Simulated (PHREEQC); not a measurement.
Model water analysis in mg/L, 5.2 °C, pH 6.9, pe 2.5:

| constituent | mg/L |
|---|---|
| Na | 0.059 |
| K | 0.181 |
| Ca | 0.0573 |
| Mg | 0.0426 |
| Cl | 0.0357 |
| S(6) as SO4 | 0.264 |
| Alkalinity as HCO3 | 0.428 |
| Fe(2) | 0.0156 |
| Si as SiO2 | 0.0243 |
| Ba | 0.000423 |

Valence states are taken as typed.

Computed with PHREEQC (ion-association model, wateq4f.dat).

Each row changes one thing in this solution. Precipitation was switched off in this run.

```csv
case,HCO3- (mol/kgw),CO2 (mol/kgw),CO3-2 (mol/kgw),MgSO4 (mol/kgw),CaSO4 (mol/kgw),H3SiO4- (mol/kgw),SI of Quartz (SiO2)
as made,7.12e-6,2.91e-6,1.61e-9,6.27e-10,6.17e-10,2.17e-10,-2.10
all concentrations times 3 at the same typed pH,[?],8.59e-6,4.83e-9,5.48e-9,5.38e-9,6.52e-10,-1.62
pH from 6.9 to 7.9 at the same alkalinity,[?],2.80e-7,1.55e-8,6.27e-10,6.17e-10,2.16e-9,-2.10
Fe(2) from 0.0156 to 0.0312 mg/L,7.12e-6,2.91e-6,1.61e-9,6.27e-10,6.16e-10,2.17e-10,-2.10
```

Q: Some entries are withheld; supply them.

A: 
- all concentrations times 3 at the same typed pH, HCO3- (mol/kgw): 2.11e-5
- pH from 6.9 to 7.9 at the same alkalinity, HCO3- (mol/kgw): 6.84e-6

At this temperature some constants are extrapolated from 25 °C, and those without enthalpy data are left unchanged.
